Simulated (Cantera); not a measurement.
## Chemical vapour transport: AlN + I₂ + O₂ + HI

Input: 1 mol AlN, 0.48 mol I₂, 0.13 mol O₂, 0.044 mol HI, at 6100 Pa.

These are equilibrium values from Cantera (NASA tables, ideal gas, pure condensed phases), not measurements of a reactor. Candidate condensed phases: Al, AlI₃, AlN, Al₂O₃, H₂O, I₂; 41 gas species. Mutual solubility and eutectic melting of coexisting phases are not modelled. Equilibrium is a limit: real reactors are often held back by kinetics, nucleation or transport.

```
T (K)     x I  x AlI₃   x N₂    x HI     x I₂     x AlI  n AlN(s)  n Al₂O₃(s)
-----  ------  ------  -----  ------  -------  --------  --------  ----------
1075   0.0859   0.449  0.360  0.0616   0.0401   2.60e-7     0.540      0.0867
1125    0.118   0.433  0.350  0.0595   0.0353   1.39e-6     0.546      0.0867
1175    0.157   0.413  0.337  0.0571   0.0310   6.42e-6     0.553      0.0867
1225    0.203   0.388  0.322  0.0545   0.0272   2.61e-5     0.563      0.0867
1275    0.256   0.360  0.304  0.0517   0.0236   9.43e-5     0.575      0.0867
1325    0.313   0.328  0.284  0.0487   0.0204  0.000308     0.589      0.0867
1375    0.373   0.294  0.263  0.0456   0.0174  0.000921     0.605      0.0867
1425    0.435   0.258  0.241  0.0424   0.0147   0.00253     0.623      0.0867
1475    0.496   0.220  0.219  0.0390   0.0122   0.00643     0.641      0.0867
1525    0.551   0.182  0.199  0.0356  0.00997    0.0152     0.657      0.0867
1575    0.595   0.142  0.182  0.0319  0.00788    0.0330     0.667      0.0867
```
x: gas mole fraction; n: condensed amount in mol.

From 1075 K to 1575 K the condensed part is AlN(s) + Al₂O₃(s). The main Al-bearing gas is AlI₃ throughout. The share of Al in condensed phases is highest at 1575 K (84.1 %) and lowest at 1075 K (71.4 %).
